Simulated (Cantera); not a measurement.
Input (Python, Cantera) and output of one run.

```python
import numpy as np
import cantera as ct

gas_names = """
    H2 H2S
""".split()
cond_names = """
    NiS2(s) NiS2(L) Ni3S4(s)
""".split()


# ... load() reads the species with a 1 bar reference pressure and builds the phases ...
species = {s.name: s for s in load("nasa_gas.yaml", gas_names) + load("nasa_condensed.yaml", cond_names)}
# Each term lists the table entries of one substance; the one whose range holds T is used.
reactions = {
    '3 NiS2 + 2 H2(g) = 2 H2S(g) + Ni3S4':
        [(-3, ['NiS2(s)', 'NiS2(L)']), (-2, ['H2']), (2, ['H2S']), (1, ['Ni3S4(s)'])],
}


def pick(names, T):
    return next(species[n] for n in names if species[n].thermo.min_temp <= T <= species[n].thermo.max_temp)


results = []
for label, terms in reactions.items():
    print(label)
    print("     T/K   dH/kJ  dS/(J/K)   dG/kJ   log10 K")
    for T in [475, 500, 525, 550, 575, 600]:
        used = [(nu, pick(names, T)) for nu, names in terms]
        dH = sum(nu * s.thermo.h(T) for nu, s in used) / 1e6
        dS = sum(nu * s.thermo.s(T) for nu, s in used) / 1e3
        dG = dH - T * dS / 1e3
        logK = -dG * 1e6 / (ct.gas_constant * T * np.log(10))
        results.append((label, T, dH, dS, dG, logK, [s.name for _, s in used]))
        print(f"{T:8g} {dH:8.1f} {dS:8.1f} {dG:8.1f} {logK:8.2f}")
```

Output:

```
3 NiS2 + 2 H2(g) = 2 H2S(g) + Ni3S4
     T/K   dH/kJ  dS/(J/K)   dG/kJ   log10 K
     475     47.2    107.7     -4.0     0.44
     500     46.8    106.8     -6.6     0.69
     525     46.4    106.2     -9.3     0.93
     550     46.2    105.7    -12.0     1.14
     575     46.0    105.3    -14.6     1.33
     600     45.9    105.1    -17.2     1.50
```

Cantera with NASA thermochemical tables; ideal gases at 1 bar, condensed phases pure. Condensed species are held in their standard states even where they would react or evaporate.
